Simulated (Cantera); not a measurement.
Cantera run:

```python
import numpy as np
import cantera as ct

gas_names = """
    H2O CO H2O2
""".split()
cond_names = """
    Ta(cr) Ta(L) TaC(s) TaC(L)
""".split()


def load(file, names, dense=False):
    # The tables refer to 1 bar. Condensed volumes are neglected.
    table = {s.name: s for s in ct.Species.list_from_file(file)}
    out = []
    for n in names:
        d = dict(table[n].input_data)
        d["thermo"] = dict(d["thermo"], **{"reference-pressure": 1e5})
        if dense:
            d["equation-of-state"] = {"model": "constant-volume", "density": "1e6 g/cm^3"}
        out.append(ct.Species.from_dict(d))
    return out


species = {s.name: s for s in load("nasa_gas.yaml", gas_names) + load("nasa_condensed.yaml", cond_names)}
# Each term lists the table entries of one substance; the one whose range holds T is used.
reactions = {
    'H2O(g) + CO(g) + Ta = TaC + H2O2(g)':
        [(-1, ['H2O']), (-1, ['CO']), (-1, ['Ta(cr)', 'Ta(L)']), (1, ['TaC(s)', 'TaC(L)']), (1, ['H2O2'])],
}


def pick(names, T):
    return next(species[n] for n in names if species[n].thermo.min_temp <= T <= species[n].thermo.max_temp)


results = []
for label, terms in reactions.items():
    print(label)
    print("     T/K   dH/kJ  dS/(J/K)   dG/kJ   log10 K")
    for T in [623, 723, 823, 923, 1023, 1123, 1223, 1323]:
        used = [(nu, pick(names, T)) for nu, names in terms]
        dH = sum(nu * s.thermo.h(T) for nu, s in used) / 1e6
        dS = sum(nu * s.thermo.s(T) for nu, s in used) / 1e3
        dG = dH - T * dS / 1e3
        logK = -dG * 1e6 / (ct.gas_constant * T * np.log(10))
        results.append((label, T, dH, dS, dG, logK, [s.name for _, s in used]))
        print(f"{T:8g} {dH:8.1f} {dS:8.1f} {dG:8.1f} {logK:8.2f}")
```

Output:

```
H2O(g) + CO(g) + Ta = TaC + H2O2(g)
     T/K   dH/kJ  dS/(J/K)   dG/kJ   log10 K
     623     72.2   -151.2    166.4   -13.95
     723     73.0   -150.1    181.5   -13.11
     823     73.9   -148.9    196.4   -12.47
     923     74.9   -147.7    211.2   -11.95
    1023     76.0   -146.6    226.0   -11.54
    1123     77.1   -145.5    240.6   -11.19
    1223     78.3   -144.5    255.1   -10.89
    1323     79.5   -143.6    269.5   -10.64
```

Cantera with NASA thermochemical tables; ideal gases at 1 bar, condensed phases pure. TaC: taken at fixed stoichiometry. Condensed species are held in their standard states even where they would react or evaporate.
